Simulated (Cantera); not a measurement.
A Cantera script and its output.

```python
import numpy as np
import cantera as ct

gas = ct.Solution("gri30.yaml")
gas.TPX = 1325, 36000, {'CH4': 1, 'H2O': 4.2}
reactor = ct.IdealGasConstPressureReactor(gas, energy="off", clone=False)
net = ct.ReactorNet([reactor])
net.rtol, net.atol = 1e-08, 1e-18
show = ['CH4', 'H2O', 'H2', 'CH2', 'CH2O']
times = np.geomspace(0.0003, 7, 12)

steps = ct.SolutionArray(gas, extra=["t"])
rows = []
print(f"{'t/s':>10s}{'T/K':>9s}{'P/Pa':>11s}" + "".join(f"{s:>11s}" for s in show))
for t in times:
    while net.time < t:
        t_next = net.step()
        steps.append(gas.state, t=t_next)
    rows.append([np.interp(t, steps.t, y) for y in (steps.T, steps.P, *steps(*show).X.T)])
    print(f"{t:10.3e}{rows[-1][0]:9.1f}{rows[-1][1]:11.4g}" + "".join(f"{x:11.3e}" for x in rows[-1][2:]))
rate = np.gradient(steps.T, steps.t)
print("integrator steps:", len(steps.t))
if steps.T.max() > steps.T[0] + 200:
    print(f"time of steepest temperature rise: {steps.t[rate.argmax()]:.4e} s")
gas.TPX = 1325, 36000, {'CH4': 1, 'H2O': 4.2}
gas.equilibrate("TP")
print(f"equilibrium (TP): T = {gas.T:.1f} K  " + "  ".join(f"{s} {gas[s].X[0]:.3e}" for s in show))
```

Result:

```
       t/s      T/K       P/Pa        CH4        H2O         H2        CH2       CH2O
 3.000e-04   1325.0    3.6e+04  1.923e-01  8.077e-01  4.406e-07  1.223e-13  1.661e-12
 7.485e-04   1325.0    3.6e+04  1.923e-01  8.077e-01  1.103e-06  7.262e-13  2.454e-11
 1.868e-03   1325.0    3.6e+04  1.923e-01  8.077e-01  2.778e-06  3.842e-12  3.430e-10
 4.660e-03   1325.0    3.6e+04  1.923e-01  8.077e-01  7.150e-06  1.208e-11  3.428e-09
 1.163e-02   1325.0    3.6e+04  1.923e-01  8.077e-01  1.871e-05  1.782e-11  1.778e-08
 2.901e-02   1325.0    3.6e+04  1.922e-01  8.077e-01  4.947e-05  2.480e-11  6.473e-08
 7.239e-02   1325.0    3.6e+04  1.921e-01  8.077e-01  1.383e-04  4.042e-11  2.273e-07
 1.806e-01   1325.0    3.6e+04  1.917e-01  8.076e-01  4.359e-04  6.784e-11  7.312e-07
 4.506e-01   1325.0    3.6e+04  1.905e-01  8.071e-01  1.513e-03  9.062e-11  1.488e-06
 1.124e+00   1325.0    3.6e+04  1.876e-01  8.054e-01  4.930e-03  9.797e-11  1.622e-06
 2.805e+00   1325.0    3.6e+04  1.805e-01  8.004e-01  1.392e-02  1.213e-10  1.461e-06
 7.000e+00   1325.0    3.6e+04  1.654e-01  7.892e-01  3.370e-02  1.615e-10  1.193e-06
integrator steps: 762
equilibrium (TP): T = 1325.0 K  CH4 1.414e-07  H2O 4.003e-01  H2 4.608e-01  CH2 2.915e-17  CH2O 7.296e-09
```

Model: GRI-Mech 3.0 (53 species, 325 reactions), integrated in Cantera.
